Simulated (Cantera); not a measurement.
Input (Python, Cantera):

```python
import numpy as np
import cantera as ct

gas = ct.Solution("gri30.yaml")
gas.TPX = 525, 13332, {'CH4': 1, 'H2': 0.26, 'O2': 1.8, 'N2': 6.77}
flame = ct.FreeFlame(gas, width=0.16)
flame.set_refine_criteria(ratio=3, slope=0.08, curve=0.16)
flame.transport_model = "mixture-averaged"
flame.solve(loglevel=0, auto=True)
z, T = flame.grid, flame.T
thick = (T[-1] - T[0]) / np.gradient(T, z).max()
show = ['CH4', 'H2', 'O2', 'CH2', 'NO2', 'C2H4']
print(f"laminar burning velocity  {flame.velocity[0] * 100:.3f} cm/s")
print(f"burnt temperature         {T[-1]:.1f} K")
print(f"thermal thickness         {thick * 1e3:.4f} mm")
print(f"grid points               {len(z)}")
z0 = z[flame.heat_release_rate.argmax()]
print(f"{'z/mm':>9s}{'T/K':>9s}{'u/(m/s)':>9s}" + "".join(f"{s:>11s}" for s in show))
rows = []
for k in (-3, -2, -1.5, -1, -0.5, -0.25, 0, 0.25, 0.5, 1, 2, 4, 8):
    zz = z0 + k * thick
    rows.append([k * thick, np.interp(zz, z, T), np.interp(zz, z, flame.velocity),
                 *(np.interp(zz, z, flame.X[gas.species_index(s)]) for s in show)])
    print(f"{rows[-1][0] * 1e3:9.3f}{rows[-1][1]:9.1f}{rows[-1][2]:9.3f}" + "".join(f"{x:11.3e}" for x in rows[-1][3:]))
```

Output:

```
laminar burning velocity  162.542 cm/s
burnt temperature         2270.4 K
thermal thickness         1.9334 mm
grid points               160
     z/mm      T/K  u/(m/s)        CH4         H2         O2        CH2        NO2       C2H4
   -5.800    525.0    1.626  1.017e-01  2.683e-02  1.830e-01  2.031e-16  1.375e-12  4.761e-10
   -3.867    525.7    1.630  1.015e-01  2.803e-02  1.828e-01  1.203e-12  4.530e-11  1.990e-08
   -2.900    529.5    1.645  1.011e-01  2.993e-02  1.823e-01  1.599e-10  3.454e-10  2.447e-07
   -1.933    577.6    1.805  9.808e-02  3.477e-02  1.791e-01  1.805e-08  1.814e-09  8.047e-06
   -0.967    938.9    2.984  7.430e-02  4.460e-02  1.527e-01  9.590e-07  1.610e-09  1.914e-04
   -0.483   1344.3    4.335  4.220e-02  4.956e-02  1.121e-01  2.140e-05  3.068e-09  5.533e-04
    0.000   1726.1    5.635  1.206e-02  4.890e-02  6.312e-02  8.468e-05  1.968e-09  4.514e-04
    0.483   1904.4    6.244  1.491e-03  4.132e-02  3.125e-02  4.254e-05  4.533e-10  5.645e-05
    0.967   1946.8    6.378  1.014e-04  3.531e-02  1.773e-02  4.715e-06  2.633e-10  1.836e-06
    1.933   1965.3    6.415  4.101e-07  3.321e-02  1.103e-02  2.323e-08  2.959e-10  1.323e-09
    3.867   1980.9    6.446  5.563e-11  3.407e-02  9.345e-03  3.657e-12  3.197e-10  2.510e-14
    7.734   2000.3    6.497  6.377e-15  3.407e-02  8.699e-03  6.876e-16  3.649e-10  8.715e-19
   15.467   2031.0    6.581  1.446e-16  3.343e-02  7.924e-03  1.722e-16  4.684e-10  1.825e-24
```

Model: GRI-Mech 3.0 (53 species, 325 reactions), integrated in Cantera. Burning velocities carry a grid error of a few per cent, more on coarse grids.
